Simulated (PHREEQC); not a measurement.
Consider water at 25 °C with 1.1 mmol/kgw NaHSO4, 0.039 mmol/kgw KOH and 6.2 mmol/kgw KCl. Closed to the air; pH follows from the charge balance.

Equilibrium calculation in PHREEQC: ion-association model, wateq4f.dat.

```tsv
quantity	before	after
pH	3.04	11.64
ionic strength (mol/kgw)	0.00930	0.0148
SO4-2 (mol/kgw)	0.00100	0.00104
KSO4- (mol/kgw)	2.94e-5	5.58e-5
```

Question: What was changed between the two runs?
A. temperature from 25 to 70 °C
B. NaHSO4 replaced by NiSO4 at the same molality
C. KOH left out
D. KCl replaced by K2SiO3 at the same molality

Answer: D, KCl replaced by K2SiO3 at the same molality

This is a speciation only: nothing precipitates in the calculation.
